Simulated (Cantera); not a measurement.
Thermodynamics of metals in furnace atmospheres, feed Cu + H2O + H2

Charge: 1 mol Cu, 29 mol H2O, 280 mol H2, held at 1000 Pa.

Method: chemical equilibrium by Gibbs-energy minimisation in Cantera with the NASA 1993 tables (ideal gas, pure condensed phases). Candidate condensed phases: Cu, CuO, Cu(OH)2, Cu2O, H2O; 12 gas species. Rates play no part.

| T (°C) | x H2 | x H2O | x H | x Cu | x OH | x Cu2 | n Cu(s) | n Cu(l) |
|---|---|---|---|---|---|---|---|---|
| 777 | 0.906 | 0.0939 | 7.72e-8 | 1.05e-8 | 2.55e-11 | <1e-12 | 1.000 | 0 |
| 877 | 0.906 | 0.0939 | 7.10e-7 | 2.89e-7 | 4.45e-10 | 4.49e-12 | 1.000 | 0 |
| 977 | 0.906 | 0.0939 | 4.60e-6 | 4.64e-6 | 4.92e-9 | 2.29e-10 | 0.999 | 0 |
| 1077 | 0.906 | 0.0938 | 2.27e-5 | 4.89e-5 | 3.82e-8 | 6.42e-9 | 0.985 | 0 |
| 1177 | 0.906 | 0.0938 | 9.00e-5 | 0.000344 | 2.24e-7 | 9.64e-8 | 0 | 0.894 |
| 1277 | 0.904 | 0.0937 | 0.000299 | 0.00186 | 1.04e-6 | 9.94e-7 | 0 | 0.425 |
| 1377 | 0.902 | 0.0935 | 0.000863 | 0.00322 | 4.04e-6 | 1.20e-6 | 0 | 0 |
| 1477 | 0.901 | 0.0934 | 0.00221 | 0.00322 | 1.34e-5 | 5.33e-7 | 0 | 0 |
| 1577 | 0.898 | 0.0933 | 0.00511 | 0.00322 | 3.92e-5 | 2.58e-7 | 0 | 0 |
| 1677 | 0.893 | 0.0929 | 0.0108 | 0.00321 | 0.000102 | 1.34e-7 | 0 | 0 |
x: gas mole fraction; n: condensed amount in mol.

From 777 °C to 1077 °C the condensed part is Cu(s). From 1177 °C to 1277 °C the condensed part is Cu(l). From 1377 °C to 1677 °C nothing is condensed. The main Cu-bearing gas is Cu throughout.
